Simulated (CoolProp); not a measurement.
Toluene at several states: density (kg/m³) from the reference equation and from simpler models built on Tc = 591.7 K, pc = 4.126 MPa, ω = 0.266; each cubic takes its own stable root.

Computed with CoolProp (reference Helmholtz-energy equation of state, Lemmon 2006). It is a short technical equation, of lower accuracy than the large ones.

| T (K) | p (MPa) | phase | reference | van der Waals | Redlich-Kwong | Peng-Robinson |
|---|---|---|---|---|---|---|
| 464 | 0.312 | gas | 7.978 | 7.773 | 7.871 | 7.942 |
| 193.7 | 0.0226 | liquid | 959.6 | 550.9 | 821.3 | 926.1 |
| 318.9 | 12.8 | liquid | 853.6 | 516.8 | 750.1 | 859.3 |
| 605.5 | 0.625 | gas | 12.08 | 11.97 | 12.04 | 12.10 |
| 237.9 | 15.3 | liquid | 926.2 | 547.4 | 803.2 | 909.0 |
